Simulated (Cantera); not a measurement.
A perfectly stirred reactor is fed with 89.3 % NH3, 10.7 % H2, at 1330 Pa; it is held at 1973 K, and followed from long to short residence time.

Detailed kinetics in Cantera: the gas-phase N/H chemistry of the illustrative SiF4/NH3 mechanism in the Surface Chemkin manual (1991). Walls and surfaces, which speed up NH3 decomposition in real reactors, are not modelled.

x: mole fraction; the columns are a selection and need not sum to one.

```csv
τ (s),x NH3,x H2,x H,x NH2,x N2H2,x N2H4,x N
2.9,0.266,0.568,0.000445,0.000598,2.35e-6,2.76e-9,1.26e-6
0.53,?,?,?,?,?,?,?
0.096,0.827,0.155,8.76e-5,0.00133,1.14e-5,1.36e-8,6.68e-7
0.017,0.882,0.114,?,?,?,?,?
0.0032,0.892,0.108,2.31e-5,0.000541,1.42e-6,2.26e-9,5.34e-8
0.00058,0.893,0.107,4.65e-6,0.000104,3.47e-8,8.20e-11,4.75e-10
0.00011,0.893,0.107,1.13e-6,1.95e-5,7.39e-10,2.74e-12,1.83e-12
```

Q: Fill in the missing entries.

A: 
- 0.53, x NH3: 0.613
- 0.53, x H2: 0.312
- 0.53, x H: 0.000191
- 0.53, x NH2: 0.00107
- 0.53, x N2H2: 7.47e-6
- 0.53, x N2H4: 8.92e-9
- 0.53, x N: 1.03e-6
- 0.017, x H: 5.58e-5
- 0.017, x NH2: 0.00122
- 0.017, x N2H2: 9.18e-6
- 0.017, x N2H4: 1.14e-8
- 0.017, x N: 3.95e-7
